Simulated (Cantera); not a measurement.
Input: 1 mol TiO2, 0.44 mol Cl2, 0.38 mol H2, held at 848 K and 480000 Pa.

Method: chemical equilibrium by Gibbs-energy minimisation in Cantera with the NASA 1993 tables (ideal gas, pure condensed phases). Candidate condensed phases: H2O, Ti, TiCl2, TiCl3, TiCl4, TiO, TiO2, Ti2O3, Ti3O5, Ti4O7; 23 gas species. Condensed phases not in the tables: TiOCl. Gases not in the tables: TiO(OH)2. Equilibrium is a limit: real reactors are often held back by kinetics, nucleation or transport.

Base state: HCl 0.919, Cl2 0.0733, H2O 0.00489, TiCl4 0.00245 (mole fractions); condensed: TiO2(rutile).

**Question.** What changes in the equilibrium state with this change: temperature from 848 K to 1623 K?

**Answer.** 
```csv
species,before,after
HCl,0.919,0.894
Cl2,0.0733,0.0643
H2O,0.00489,0.0167
Cl,3.31e-6,0.0146
TiCl4,0.00245,0.00919
O2,2.58e-8,0.000805
ClO,<1e-9,1.92e-5
OH,<1e-9,1.45e-5
HOCl,3.73e-8,1.94e-5
"TiO2(rutile), mol",0.998,0.992
```
